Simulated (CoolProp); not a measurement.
The fluid at 293.15 K and 0.393 MPa is compressed adiabatically to 2.21 MPa with isentropic efficiency 0.7. The same conditions are run with several fluids, on thermodynamics alone (safety and materials aside).

Computed with CoolProp (reference Helmholtz-energy equation of state of each fluid (R152A: Outcalt 1996; hydrogen sulfide: Lemmon 2006; R22: Kamei 1995; R507A: Lemmon 2003)). Blends and air are pseudo-pure fits.

```tsv
fluid	work (kJ/kg)	final temperature (K)	final density (kg/m³)
R152A	86.7	390.7	…
hydrogen sulfide	211	…	18.6
R22	71.8	…	…
R507A	58.2	372.3	86.0
```

Q: Some entries are withheld; supply them.

A: 
- R152A, final density (kg/m³): 56.0
- hydrogen sulfide, final temperature (K): 501.5
- R22, final temperature (K): 408.7
- R22, final density (kg/m³): 63.5
